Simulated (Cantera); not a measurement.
An isothermal, constant-pressure homogeneous reactor starts with H2 : O2 : N2 = 1.7 : 1 : 3.4 (molar parts), at 1375 K and 0.350 bar. Integrator tolerance rtol = 1e-08.

Computed with Cantera and GRI-Mech 3.0 (53 species, 325 reactions). The temperature is held fixed by assumption; the heat of reaction is taken as removed at once.

What does this change do: temperature 1375 to 750 K?


```tsv
quantity	before	after
x(H2) at 5.00 s	9.97e-7 (gas-phase equilibrium 9.99e-7)	0.279 (gas-phase equilibrium <1e-12)
x(O2) at 5.00 s	0.0286 (gas-phase equilibrium 0.0285)	0.164 (gas-phase equilibrium 0.0286)
x(OH) at 5.00 s	3.40e-5 (gas-phase equilibrium 3.40e-5)	<1e-12 (gas-phase equilibrium 2.45e-10)
x(HO2) at 5.00 s	2.27e-8 (gas-phase equilibrium 2.27e-8)	2.96e-8 (gas-phase equilibrium 1.40e-12)
x(NO) at 5.00 s	2.52e-5 (gas-phase equilibrium 0.000211)	<1e-12 (gas-phase equilibrium 2.70e-7)
x(H) at 5.00 s	5.82e-9 (gas-phase equilibrium 5.83e-9)	1.40e-12 (gas-phase equilibrium <1e-12)
x(N2O) at 5.00 s	7.25e-9 (gas-phase equilibrium 7.24e-9)	<1e-12 (gas-phase equilibrium 1.71e-11)
```
Below about 950 K walls govern HO2 and H2O2 in real vessels.

What does this change do: temperature 1375 to 850 K?


```csv
quantity,before,after
x(H2) at 5.00 s,9.97e-7 (gas-phase equilibrium 9.99e-7),0.242 (gas-phase equilibrium 1.50e-12)
x(O2) at 5.00 s,0.0286 (gas-phase equilibrium 0.0285),0.146 (gas-phase equilibrium 0.0286)
x(OH) at 5.00 s,3.40e-5 (gas-phase equilibrium 3.40e-5),7.48e-9 (gas-phase equilibrium 5.22e-9)
x(HO2) at 5.00 s,2.27e-8 (gas-phase equilibrium 2.27e-8),2.23e-5 (gas-phase equilibrium 1.72e-11)
x(NO) at 5.00 s,2.52e-5 (gas-phase equilibrium 0.000211),<1e-12 (gas-phase equilibrium 1.51e-6)
x(H) at 5.00 s,5.82e-9 (gas-phase equilibrium 5.83e-9),1.44e-7 (gas-phase equilibrium <1e-12)
x(N2O) at 5.00 s,7.25e-9 (gas-phase equilibrium 7.24e-9),3.72e-10 (gas-phase equilibrium 8.03e-11)
```
Below about 950 K walls govern HO2 and H2O2 in real vessels.
